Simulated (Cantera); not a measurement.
Charge: 1 mol TiO2, 1 mol Cl2, at 602 °C and 3.20 mbar.

These are equilibrium values from Cantera (NASA tables, ideal gas, pure condensed phases), not measurements of a reactor. Candidate condensed phases: Ti, TiCl2, TiCl3, TiCl4, TiO, TiO2, Ti2O3, Ti3O5, Ti4O7; 15 gas species. Condensed phases not in the tables: TiOCl. Rates play no part.

Base state: Cl2 0.999, Cl 0.000814, TiCl4 0.000160, O2 0.000160 (mole fractions); condensed: TiO2(rutile).

What changes in the equilibrium state with this change: pressure from 3.20 mbar to 49.0 Pa?


| species | before | after |
|---|---|---|
| Cl2 | 0.999 | 0.998 |
| Cl | 0.000814 | 0.00208 |
| TiCl4 | 0.000160 | 0.000160 |
| O2 | 0.000160 | 0.000160 |
| TiO2(rutile), mol | 1.000 | 1.000 |

What changes in the equilibrium state with this change: temperature from 602 °C to 1327 °C?


| species | before | after |
|---|---|---|
| Cl | 0.000814 | 0.812 |
| Cl2 | 0.999 | 0.175 |
| O2 | 0.000160 | 0.00677 |
| TiCl4 | 0.000160 | 0.00671 |
| TiOCl2 | <1e-9 | 9.03e-5 |
| TiCl3 | <1e-9 | 6.66e-5 |
| TiO2(rutile), mol | 1.000 | 0.988 |
